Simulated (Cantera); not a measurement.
Charge: 1 mol FeS, 1.6 mol SO3, 0.4 mol O2, held at 1498 K and 0.210 bar.

These are equilibrium values from Cantera (NASA tables, ideal gas, pure condensed phases), not measurements of a reactor. Candidate condensed phases: Fe, FeO, FeS, FeSO4, FeS2, Fe2O3, Fe2(SO4)3, Fe3O4, S; 12 gas species. The tables' stoichiometric FeO is somewhat more stable than real wüstite, so its field is too wide. FeO: taken at fixed stoichiometry. Rates play no part.

Base state: SO2 0.933, S2 0.0568, SO 0.00591, S2O 0.00381, S 2.07e-5 (mole fractions); condensed: FeO(s).

Q: What changes in the equilibrium state with this change: FeS replaced by Fe2O3?

A: 
| species | before | after |
|---|---|---|
| SO2 | 0.933 | 0.567 |
| O2 | 1.37e-8 | 0.427 |
| SO3 | 1.89e-6 | 0.00641 |
| S2 | 0.0568 | <1e-9 |
| S2O | 0.00381 | <1e-9 |
| S | 2.07e-5 | <1e-9 |
| SO | 0.00591 | 6.44e-7 |
| FeO(s), mol | 1.00 | 0 |
| Fe2O3(s), mol | 0 | 1.00 |

Q: What changes in the equilibrium state with this change: temperature from 1498 K to 1898 K?

A: 
```tsv
species	before	after
SO2	0.933	0.906
S2	0.0568	0.0471
SO	0.00591	0.0432
Fe	9.81e-9	2.60e-5
S	2.07e-5	0.000746
S2O	0.00381	0.00304
FeO(s), mol	1.00	0
FeO(l), mol	0	1.000
```

Q: What changes in the equilibrium state with this change: O2 from 0.4 to 3.6 mol?

A: 
```
species         before    after
-------------  -------  -------
O2             1.37e-8    0.503
SO2              0.933    0.491
SO3            1.89e-6  0.00602
S2              0.0568    <1e-9
S2O            0.00381    <1e-9
S              2.07e-5    <1e-9
SO             0.00591  5.13e-7
FeO(s), mol       1.00        0
Fe2O3(s), mol        0    0.500
```
